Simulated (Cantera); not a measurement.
**Thermodynamics of roasting and sulfation, feed Fe2O3 + SO3 + O2 + H2S**

Input: 1 mol Fe2O3, 4.5 mol SO3, 0.063 mol O2, 0.11 mol H2S, held at 15.8 Torr.

These are equilibrium values from Cantera (NASA tables, ideal gas, pure condensed phases), not measurements of a reactor. Candidate condensed phases: Fe, FeO, Fe(OH)2, Fe(OH)3, FeS, FeSO4, FeS2, Fe2O3, Fe2(SO4)3, Fe3O4, H2O, H2SO4, S; 22 gas species. Kinetics and transport are ignored.

```csv
T (K),x SO2,x SO3,x O2,x H2O,n Fe2(SO4)3(s),n Fe2O3(s)
775,0.294,0.585,0.0612,0.0600,1.00,0
825,0.395,0.431,0.117,0.0564,1.00,0
875,0.470,0.302,0.209,0.0184,0,1.00
925,0.548,0.186,0.249,0.0175,0,1.00
975,0.598,0.111,0.275,0.0169,0,1.00
1025,0.627,0.0664,0.290,0.0165,0,1.00
1075,0.644,0.0407,0.299,0.0163,0,1.00
1125,0.654,0.0257,0.304,0.0162,0,1.00
1175,0.660,0.0168,0.307,0.0161,0,1.00
```
x: gas mole fraction; n: condensed amount in mol.

From 775 K to 825 K the condensed part is Fe2(SO4)3(s). From 875 K to 1175 K the condensed part is Fe2O3(s).
